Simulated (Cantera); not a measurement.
Input (Python, Cantera):

```python
import numpy as np
import cantera as ct

surf = ct.Interface("ptcombust.yaml", "Pt_surf")
gas = surf.adjacent["gas"]
gas.TPX = 300, 28000, {'H2': 0.036, 'O2': 0.13, 'N2': 0.79}
jet = ct.ImpingingJet(gas=gas, width=0.057, surface=surf)
jet.inlet.mdot, jet.inlet.T, jet.inlet.X = 0.026, 300, {'H2': 0.036, 'O2': 0.13, 'N2': 0.79}
jet.set_refine_criteria(ratio=10, slope=0.2, curve=0.3)
show, cover = ['H2', 'O2', 'H2O', 'OH'], ["PT(S)", "H(S)", "O(S)", "OH(S)", "CO(S)", "C(S)"]

rows = []
print(f"{'Ts/K':>7s}" + "".join(f"{s:>11s}" for s in show + cover) + "   (gas at the wall, coverages)")
for i, Ts in enumerate([500, 550, 600, 650, 700, 750, 800, 850]):
    jet.surface.T = Ts
    if i == 0:
        surf.TP = Ts, 28000
        surf.coverages = "PT(S):0.5, O(S):0.5"
        surf.advance_coverages(1.0)
        jet.set_initial_guess(products="inlet")
    jet.solve(loglevel=0, auto=(i == 0))
    rows.append([*(jet.X[gas.species_index(s), -1] for s in show), *surf[cover].coverages])
    print(f"{Ts:7g}" + "".join(f"{x:11.3e}" for x in rows[-1]))
```

It prints:

```
   Ts/K         H2         O2        H2O         OH      PT(S)       H(S)       O(S)      OH(S)      CO(S)       C(S)   (gas at the wall, coverages)
    500  1.605e-03  9.735e-02  7.076e-02  1.567e-15  2.417e-02  9.795e-10  9.484e-01  2.736e-02 -1.118e-24 -6.895e-31
    550  1.601e-03  9.749e-02  7.020e-02  6.003e-14  2.556e-02  9.696e-10  9.587e-01  1.569e-02  1.617e-17 -8.675e-26
    600  1.598e-03  9.762e-02  6.971e-02  1.241e-12  2.691e-02  1.216e-09  9.633e-01  9.790e-03  1.105e-16  7.756e-25
    650  1.581e-03  9.773e-02  6.929e-02  1.592e-11  2.848e-02  1.816e-09  9.650e-01  6.556e-03  9.824e-17 -9.070e-27
    700  1.478e-03  9.773e-02  6.908e-02  1.378e-10  3.190e-02  3.149e-09  9.633e-01  4.786e-03  3.369e-17 -3.822e-25
    750  1.166e-03  9.751e-02  6.930e-02  8.185e-10  4.257e-02  7.161e-09  9.534e-01  3.991e-03  4.291e-17  4.622e-26
    800  7.874e-04  9.722e-02  6.967e-02  3.534e-09  6.663e-02  2.069e-08  9.296e-01  3.721e-03  1.288e-16  5.976e-24
    850  5.198e-04  9.704e-02  6.986e-02  1.247e-08  1.044e-01  5.889e-08  8.921e-01  3.549e-03  5.708e-16  1.173e-22
```

Model: Deutschmann's 1995 Pt surface mechanism with GRI-Mech 3.0 gas chemistry, integrated in Cantera. Catalytic surfaces can have several steady states; this one follows from the mechanism file's or the stated starting coverage.
